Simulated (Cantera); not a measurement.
A closed system holds: 1 mol SrCl2, 8.5 mol H2, 0.13 mol N2, equilibrated at 0.100 bar.

Cantera equilibrium calculation (NASA polynomials, part measured and part estimated; ideal gas, pure solids and liquids). Candidate condensed phases: NH4Cl, Sr, SrCl2; 15 gas species. Equilibrium is a limit: real reactors are often held back by kinetics, nucleation or transport.

At 1150 °C, list the 5 most abundant gas species with their mole fractions, and the condensed phases.

H2 0.984, N2 0.0150, SrCl2 0.00128, HCl 3.83e-5, SrCl 2.44e-5. Condensed: SrCl2(l).
